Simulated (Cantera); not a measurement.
An isothermal, constant-pressure homogeneous reactor starts with NO : N2 = 1 : 0.2 (molar parts), at 1975 K and 1.30 bar.

Detailed kinetics in Cantera: GRI-Mech 3.0 (53 species, 325 reactions).

One state of this run: x NO = 0.658; x N2 = 0.254; x N2O = 0.000196; x O2 = 0.0867; x O = 0.000154; x NO2 = 0.000903. x: mole fraction; the columns are a selection and need not sum to one.

Which value of t (s) does it belong to?
(A) 0.0150
(B) 0.106
(C) 0.00565
(D) 2.00

B, 0.106
